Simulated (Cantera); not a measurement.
## Equilibrium for chlorosilane synthesis and conversion: Si + Cl2 + H2

Feed: 1 mol Si, a varied amount of Cl2, 1.3 mol H2, at 800 °C and 2480 Torr.

Method: chemical equilibrium by Gibbs-energy minimisation in Cantera with the NASA 1993 tables (ideal gas, pure condensed phases). Candidate condensed phases: Si; 19 gas species. The tables' values for SiCl3 are old estimates; treat these amounts as uncertain. Rates play no part.

From 0.5 mol Cl2 to 1.8 mol Cl2 the condensed part is Si(s). From 2 mol Cl2 to 2.7 mol Cl2 nothing is condensed. The main Si-bearing gas is SiCl4 throughout.

```json
[
 {"n(Cl2) (mol)": "0.5", "log p H2": "0.42", "log p HCl": "-1.32", "log p SiCl4": "-0.47", "log p SiHCl3": "-0.63", "log p SiH2Cl2": "-1.73", "n Si(s)": "0.723"},
 {"n(Cl2) (mol)": "0.68", "log p H2": "0.39", "log p HCl": "-1.30", "log p SiCl4": "-0.34", "log p SiHCl3": "-0.55", "log p SiH2Cl2": "-1.70", "n Si(s)": "0.625"},
 {"n(Cl2) (mol)": "0.87", "log p H2": "0.37", "log p HCl": "-1.29", "log p SiCl4": "-0.24", "log p SiHCl3": "-0.49", "log p SiH2Cl2": "-1.68", "n Si(s)": "0.523"},
 {"n(Cl2) (mol)": "1.1", "log p H2": "0.33", "log p HCl": "-1.29", "log p SiCl4": "-0.15", "log p SiHCl3": "-0.44", "log p SiH2Cl2": "-1.67", "n Si(s)": "0.400"},
 {"n(Cl2) (mol)": "1.2", "log p H2": "0.32", "log p HCl": "-1.29", "log p SiCl4": "-0.12", "log p SiHCl3": "-0.43", "log p SiH2Cl2": "-1.66", "n Si(s)": "0.346"},
 {"n(Cl2) (mol)": "1.4", "log p H2": "0.29", "log p HCl": "-1.29", "log p SiCl4": "-0.07", "log p SiHCl3": "-0.40", "log p SiH2Cl2": "-1.66", "n Si(s)": "0.240"},
 {"n(Cl2) (mol)": "1.6", "log p H2": "0.27", "log p HCl": "-1.29", "log p SiCl4": "-0.02", "log p SiHCl3": "-0.38", "log p SiH2Cl2": "-1.67", "n Si(s)": "0.134"},
 {"n(Cl2) (mol)": "1.8", "log p H2": "0.24", "log p HCl": "-1.29", "log p SiCl4": "0.01", "log p SiHCl3": "-0.36", "log p SiH2Cl2": "-1.67", "n Si(s)": "0.0281"},
 {"n(Cl2) (mol)": "2", "log p H2": "0.23", "log p HCl": "-0.78", "log p SiCl4": "0.10", "log p SiHCl3": "-0.80", "log p SiH2Cl2": "-2.64", "n Si(s)": "0"},
 {"n(Cl2) (mol)": "2.2", "log p H2": "0.15", "log p HCl": "-0.25", "log p SiCl4": "0.11", "log p SiHCl3": "-1.41", "log p SiH2Cl2": "-3.86", "n Si(s)": "0"},
 {"n(Cl2) (mol)": "2.3", "log p H2": "0.09", "log p HCl": "-0.10", "log p SiCl4": "0.09", "log p SiHCl3": "-1.62", "log p SiH2Cl2": "-4.26", "n Si(s)": "0"},
 {"n(Cl2) (mol)": "2.5", "log p H2": "-0.03", "log p HCl": "0.08", "log p SiCl4": "0.07", "log p SiHCl3": "-1.95", "log p SiH2Cl2": "-4.90", "n Si(s)": "0"},
 {"n(Cl2) (mol)": "2.7", "log p H2": "-0.18", "log p HCl": "0.19", "log p SiCl4": "0.04", "log p SiHCl3": "-2.25", "log p SiH2Cl2": "-5.46", "n Si(s)": "0"}
]
```
log p: log10 of the partial pressure in bar; n: condensed amount in mol.
